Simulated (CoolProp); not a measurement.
A closed Brayton cycle with carbon dioxide: compressor inlet 330.15 K and 8.9 MPa, high pressure 25.3 MPa, turbine inlet 805 K, compressor efficiency 0.8, turbine efficiency 0.9, recuperator effectiveness 0 (on enthalpy, no pinch check). Each further row changes one setting.

Computed with CoolProp (reference Helmholtz-energy equation of state, Span 1996).

| case | thermal efficiency (%) | net work (kJ/kg) | compressor to turbine work | compressor exit (K) | turbine exit (K) |
|---|---|---|---|---|---|
| as stated | 14.4 | 73.7 | 0.44 | 419.6 | 681.9 |
| turbine inlet 755 K | 14.2 | 64.1 | 0.48 | 419.6 | 636.3 |
| compressor inlet 340.15 K | 13.8 | 66.6 | 0.50 | 436.7 | 681.9 |
| high pressure 21.5 MPa | 12.5 | 65.6 | 0.42 | 405.2 | 700.5 |
| recuperator effectiveness 0.5 | 20.4 | 73.7 | 0.44 | 419.6 | 681.9 |
